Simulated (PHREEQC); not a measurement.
Make-up at 20 °C: 0.0063 mol HF, 0.0004 mol NH4HF2 and 3.7e-05 mol H2SiF6 per kg of water. Closed to the air; pH follows from the charge balance.

The numbers come from PHREEQC with the ion-association model, phreeqc.dat.

Each row changes one thing in this solution. This is a speciation only: nothing precipitates in the calculation.

| case | pH | ionic strength (mol/kgw) | F- (mol/kgw) | NH3 (mol/kgw) |
|---|---|---|---|---|
| as made | 2.75 | 0.00229 | 0.00214 | 8.57e-11 |
| H2SiF6 left out | 2.76 | 0.00221 | 0.00217 | 8.77e-11 |
| H2SiF6 replaced by NaF at the same molality | 2.77 | 0.00223 | 0.00219 | 8.83e-11 |
| H2SiF6 from 3.7e-05 to 0.00037 mol/kgw | 2.67 | 0.00302 | 0.00187 | 7.02e-11 |
| NH4HF2 replaced by NH4F at the same molality | 2.77 | 0.00221 | 0.00207 | 8.91e-11 |
| H2SiF6 from 3.7e-05 to 0.000185 mol/kgw | 2.72 | 0.00261 | 0.00201 | 7.83e-11 |
| H2SiF6 from 3.7e-05 to 3.7e-06 mol/kgw | 2.76 | 0.00221 | 0.00216 | 8.75e-11 |

SiF6-2 is the database's only silicon fluoride.
